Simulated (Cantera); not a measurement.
Source: NASA polynomial tables (part measured, part estimated), evaluated in Cantera. Values are per mole of reaction as written; species without (g) are pure solids or liquids, kept so even where they would boil at 1 bar.

2 B + O₂(g) ⇌ B₂O₂(g)

| T (K) | ΔH° (kJ) | ΔS° (J/K) | ΔG° (kJ) | log10 K |
|---|---|---|---|---|
| 1100 | ? | ? | ? | ? |
| 1175 | -459.6 | 22.2 | -485.7 | 21.59 |
| 1250 | ? | ? | ? | ? |
| 1325 | ? | ? | ? | ? |
| 1400 | -461.5 | 20.7 | -490.5 | 18.30 |
| 1475 | -462.2 | 20.3 | -492.1 | 17.42 |
| 1550 | -462.9 | 19.8 | -493.6 | 16.63 |

Question: Some entries are withheld; supply them.

Answer: 
- 1100, ΔH° (kJ): -459.0
- 1100, ΔS° (J/K): 22.7
- 1100, ΔG° (kJ): -484.0
- 1100, log10 K: 22.98
- 1250, ΔH° (kJ): -460.2
- 1250, ΔS° (J/K): 21.7
- 1250, ΔG° (kJ): -487.3
- 1250, log10 K: 20.36
- 1325, ΔH° (kJ): -460.8
- 1325, ΔS° (J/K): 21.2
- 1325, ΔG° (kJ): -488.9
- 1325, log10 K: 19.27
